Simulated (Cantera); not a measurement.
Input (Python, Cantera):

```python
import numpy as np
import cantera as ct

gas = ct.Solution("h2o2.yaml")
gas.TPX = 550, 100000, {'H2': 1, 'O2': 0.227, 'N2': 0.855}
flame = ct.FreeFlame(gas, width=0.04)
flame.set_refine_criteria(ratio=3, slope=0.08, curve=0.16)
flame.transport_model = "mixture-averaged"
flame.solve(loglevel=0, auto=True)
z, T = flame.grid, flame.T
thick = (T[-1] - T[0]) / np.gradient(T, z).max()
show = ['H2', 'O2', 'O', 'HO2', 'H2O2', 'H']
print(f"laminar burning velocity  {flame.velocity[0] * 100:.3f} cm/s")
print(f"burnt temperature         {T[-1]:.1f} K")
print(f"thermal thickness         {thick * 1e3:.4f} mm")
print(f"grid points               {len(z)}")
z0 = z[flame.heat_release_rate.argmax()]
print(f"{'z/mm':>9s}{'T/K':>9s}{'u/(m/s)':>9s}" + "".join(f"{s:>11s}" for s in show))
rows = []
for k in (-3, -2, -1.5, -1, -0.5, -0.25, 0, 0.25, 0.5, 1, 2, 4, 8):
    zz = z0 + k * thick
    rows.append([k * thick, np.interp(zz, z, T), np.interp(zz, z, flame.velocity),
                 *(np.interp(zz, z, flame.X[gas.species_index(s)]) for s in show)])
    print(f"{rows[-1][0] * 1e3:9.3f}{rows[-1][1]:9.1f}{rows[-1][2]:9.3f}" + "".join(f"{x:11.3e}" for x in rows[-1][3:]))
```

Output:

```
laminar burning velocity  760.242 cm/s
burnt temperature         2186.4 K
thermal thickness         0.4436 mm
grid points               127
     z/mm      T/K  u/(m/s)         H2         O2          O        HO2       H2O2          H
   -1.331    550.0    7.602  4.803e-01  1.090e-01  1.383e-16  1.237e-13  8.812e-17  3.411e-17
   -0.887    550.0    7.602  4.803e-01  1.090e-01  3.113e-13  1.306e-10  1.153e-13  4.393e-13
   -0.665    550.0    7.602  4.803e-01  1.090e-01  2.582e-11  9.004e-09  8.754e-12  1.271e-10
   -0.444    550.1    7.603  4.803e-01  1.090e-01  2.598e-09  6.511e-07  9.127e-10  4.010e-08
   -0.222    579.6    7.966  4.760e-01  1.089e-01  1.491e-05  2.624e-04  5.388e-06  3.296e-04
   -0.111    817.3   10.972  4.424e-01  1.020e-01  3.032e-04  1.562e-04  1.057e-05  9.281e-03
    0.000   1211.6   15.831  3.460e-01  6.536e-02  2.682e-03  6.360e-05  1.623e-06  4.899e-02
    0.111   1472.5   19.099  2.620e-01  1.708e-02  2.664e-03  1.604e-05  7.820e-07  8.312e-02
    0.222   1584.3   20.449  2.428e-01  3.149e-03  1.349e-03  2.837e-06  4.620e-07  8.653e-02
    0.444   1690.4   21.667  2.463e-01  4.697e-04  8.948e-04  4.250e-07  3.123e-07  7.587e-02
    0.887   1801.6   22.905  2.559e-01  2.683e-04  6.656e-04  2.459e-07  1.915e-07  6.051e-02
    1.774   1909.9   24.080  2.656e-01  1.652e-04  4.242e-04  1.570e-07  1.036e-07  4.503e-02
    3.549   2004.3   25.079  2.741e-01  8.628e-05  2.274e-04  8.983e-08  5.190e-08  3.127e-02
```

Detailed kinetics in Cantera: the H2/O2 subset of GRI-Mech 3.0, which has no nitrogen chemistry. Burning velocities carry a grid error of a few per cent, more on coarse grids.
